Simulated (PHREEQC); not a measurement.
Synthetic water in mg/L, 14 °C, pH 3.08, pe 9.3: Na 0.92; K 48.3; Ca 184; Mg 32.5; Cl 153; S(6) as SO4 553; Mn(2) 0.47; Fe(3) 12.2; Al 4.66.

Valence states are taken as typed.

Model: ion-association model, wateq4f.dat, run in PHREEQC.

No solid was allowed to form.

**Question.** Predict the ionic strength.

**Answer.** ionic strength 0.0216 mol/kgw.

**Question.** In which forms is Na present?

**Answer.** Na+ 99 %, NaSO4- 1.1 % of the Na.

Examples of supersaturated solids here: Jarosite-K, Hematite (slow to form). Others may be too. At this temperature some constants are extrapolated from 25 °C, and those without enthalpy data are left unchanged.
